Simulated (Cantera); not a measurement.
Gas mixture: 66.7 % H2, 33.3 % C2H2, at 15.0 Pa, frozen composition.

Cantera's kinetic-theory transport with the Lennard-Jones parameters of GRI-Mech 3.0, ideal gas; thermal conductivity in the multicomponent form. The composition is frozen, though it would react at the higher temperatures.

D: mixture-averaged diffusion coefficient of that species in the mixture.

| T (K) | ρ (kg/m³) | cp (J/kg/K) | μ (µPa s) | λ (mW/m/K) | Pr | D (cm²/s) O | D (cm²/s) CO2 | D (cm²/s) NH3 |
|---|---|---|---|---|---|---|---|---|
| 400 | 4.52e-5 | 3619 | 14.0 | 119 | 0.426 | 5830 | (withheld) | 4130 |
| 600 | 3.01e-5 | 3878 | 19.1 | 163 | 0.454 | 11700 | (withheld) | 8760 |
| 800 | 2.26e-5 | 4079 | 23.5 | 205 | 0.467 | 19000 | (withheld) | 14700 |
| 1000 | 1.81e-5 | 4265 | 27.4 | 246 | 0.475 | 27600 | (withheld) | 21700 |
| 1200 | 1.51e-5 | 4445 | 31.0 | 288 | 0.479 | 37400 | (withheld) | 29700 |
| 1400 | 1.29e-5 | 4604 | 34.4 | 329 | 0.481 | 48400 | (withheld) | 38600 |
| 1600 | 1.13e-5 | 4743 | 37.5 | 369 | 0.482 | 60400 | (withheld) | 48400 |

Task: Some entries are withheld; supply them.

Result: 
- 400, D (cm²/s) CO2: 3090
- 600, D (cm²/s) CO2: 6400
- 800, D (cm²/s) CO2: 10600
- 1000, D (cm²/s) CO2: 15500
- 1200, D (cm²/s) CO2: 21100
- 1400, D (cm²/s) CO2: 27400
- 1600, D (cm²/s) CO2: 34200
